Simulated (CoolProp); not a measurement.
Model: reference Helmholtz-energy equation of state, Younglove 1994, in CoolProp. It is a modified Benedict-Webb-Rubin equation, recast in Helmholtz form.

### Question
Give the vapour pressure (bar), vapour density (kg/m³), liquid cp (kJ/(kg K)), surface tension (mN/m) of saturated R123 at 91.75 °C.

### Answer
| T (°C) | p (bar) | vapour density (kg/m³) | liquid cp (kJ/(kg K)) | surface tension (mN/m) |
|---|---|---|---|---|
| 91.75 | 6.50 | 38.8 | 1.12 | 7.73 |

Surface tension comes from a separate correlation (Mulero 2012).
